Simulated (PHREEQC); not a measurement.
0.087 g of hydrous ferric oxide (600 m²/g; 0.2 weak and 0.005 strong sites per Fe, Dzombak-Morel constants, diffuse double layer) in 1 kg of water with 0.3 mol/kgw of an inert sodium salt and 7.9e-07 mol MnCl2 and 2.3e-07 mol Ag2SO4, at 25 °C; the pH is set by adding NaOH or the inert anion's acid. No oxygen is let in. CO2 from the air is kept out. No solid was allowed to form.

Base run: PHREEQC, ion-association model, wateq4f.dat. Each further column changes one thing. The table gives Ag sorbed (%).

```
pH    base  no electrostatic term (-no_edl)  background salt from 0.3 to 0.03 mol/kgw  oxide from 0.087 to 0.43 g/kgw
----  ----  -------------------------------  ----------------------------------------  ------------------------------
4      0.0                              0.0                                       0.0                             0.0
4.38   0.0                              0.0                                       0.1                             0.1
5.12   0.3                              0.0                                       0.6                             1.3
5.5    0.9                              0.0                                       1.6                             4.3
5.88   2.6                              0.2                                       4.0                      (withheld)
6.62  15.7                              4.6                                      19.3                            48.3
7     31.1                             17.1                                (withheld)                      (withheld)
7.38  51.0                             42.6                                      54.8                            85.4
8.12  84.3                             84.3                                (withheld)                            97.0
8.5   92.7                             92.1                                (withheld)                      (withheld)
8.88  96.7                             95.4                                      97.2                            99.5
9.62  99.3                             97.4                                      99.5                            99.9
10    99.7                       (withheld)                                      99.8                            99.9
```

Question: Complete the blanks.

Answer: 
- 5.88, oxide from 0.087 to 0.43 g/kgw: 11.9
- 7, background salt from 0.3 to 0.03 mol/kgw: 35.2
- 7, oxide from 0.087 to 0.43 g/kgw: 70.2
- 8.12, background salt from 0.3 to 0.03 mol/kgw: 86.1
- 8.5, background salt from 0.3 to 0.03 mol/kgw: 93.6
- 8.5, oxide from 0.087 to 0.43 g/kgw: 98.7
- 10, no electrostatic term (-no_edl): 97.6
